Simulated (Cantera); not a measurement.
Mixture: CH₃OH : O₂ : N₂ : H₂O = 1 : 0.75 : 2.82 : 1.3 (molar parts), equivalence ratio 2.0, at 8.59 atm, adiabatic and at constant volume. Ignition delay is the time to a rise of 400 K.

Detailed kinetics in Cantera: GRI-Mech 3.0 (53 species, 325 reactions). GRI-Mech 3.0 was tuned for natural gas; its chemistry of methanol as a main component is partial and can be far from experiment.

Predict: delay at 1225 K; delay at 1425 K; delay at 1625 K; delay at 1825 K; delay at 2025 K; apparent activation energy between 1925 and 2125 K.

delay at 1225 K: 0.693 ms
delay at 1425 K: 40.8 µs
delay at 1625 K: 5.47 µs
delay at 1825 K: 1.35 µs
delay at 2025 K: 0.534 µs
apparent activation energy between 1925 and 2125 K: 120 kJ/mol
